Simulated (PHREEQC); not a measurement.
Synthetic water in mg/kgw, 25 °C, pH 2.61, pe 9.5:

```
constituent  mg/kgw
-----------  ------
Na             19.9
K              12.6
Ca              180
Mg             21.9
Cl              133
S(6) as SO4     622
Sr             0.49
```

Valence states are taken as typed.

All values are PHREEQC results (ion-association model, wateq4f.dat), not measurements.

The ionic strength comes out as 0.0214 mol/kgw. What activity coefficients do Ca+2, Mg+2, KSO4-, SO4-2, NaSO4- get?

Ca+2 0.58, Mg+2 0.59, KSO4- 0.87, SO4-2 0.57, NaSO4- 0.87.

No solid was allowed to form. Complexes and solids missing from the database can't appear.
